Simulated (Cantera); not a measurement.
Input: 1 mol CsOH, 0.2 mol H2O, 3.4 mol O2, held at 54.0 mbar.

Equilibrium computed with Cantera from the NASA thermochemical tables; the gas is ideal and each condensed phase is pure. Candidate condensed phases: Cs, CsOH, H2O; 15 gas species. Equilibrium is a limit: real reactors are often held back by kinetics, nucleation or transport.

log p: log10 of the partial pressure in bar; nothing condenses.

```csv
T (°C),log p O2,log p CsOH,log p H2O,log p Cs2(OH)2,log p Cs
652,-1.38,-2.09,-2.61,-2.69,-9.24
727,-1.39,-1.98,-2.62,[?],[?]
802,-1.40,-1.94,-2.63,-3.76,-7.42
877,-1.40,-1.93,-2.63,-4.29,-6.74
952,-1.40,-1.93,-2.63,-4.77,-6.16
1027,-1.40,-1.93,-2.63,-5.19,-5.64
1102,-1.40,-1.93,-2.63,-5.57,-5.18
1177,-1.40,-1.93,-2.63,-5.91,-4.77
1252,-1.40,-1.93,-2.63,-6.22,-4.40
1327,-1.40,-1.93,-2.62,-6.50,-4.07
1402,-1.40,-1.94,-2.62,-6.76,-3.77
1477,-1.40,-1.94,-2.61,-7.00,-3.51
1552,-1.40,-1.96,-2.59,[?],[?]
1627,-1.40,-1.97,-2.57,-7.45,-3.06
```

### Question
Some entries are withheld; supply them.

### Answer

- 727, log p Cs2(OH)2: -3.19
- 727, log p Cs: -8.22
- 1552, log p Cs2(OH)2: -7.23
- 1552, log p Cs: -3.27
